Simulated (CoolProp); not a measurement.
Vapour-liquid equilibrium of cyclohexane (1) + n-heptane (2) at 0.0223 MPa; x and y are mole fractions of (1).

Values from CoolProp's multi-fluid Helmholtz-energy mixture model, Zhou 2014 and Span 2003; pair parameters Bell 2016.

| x | bubble temperature (K) | y at the bubble point | dew temperature at overall composition x (K) | liquid density (mol/L) |
|---|---|---|---|---|
| 0.05 | 326.1 | 0.093 | 326.6 | 6.631 |
| 0.2 | 322.8 | 0.330 | 324.6 | 6.940 |
| 0.35 | 319.9 | 0.515 | 322.5 | 7.272 |
| 0.5 | 317.3 | 0.662 | 320.1 | 7.628 |
| 0.65 | 315.1 | 0.782 | 317.6 | 8.014 |
| 0.8 | 313.1 | 0.884 | 314.7 | 8.433 |
| 0.95 | 311.3 | 0.972 | 311.7 | 8.891 |

No azeotrope shows between x = 0.05 and 0.95.

The pair parameters rest on a limited set of measurements; away from them the model extrapolates.
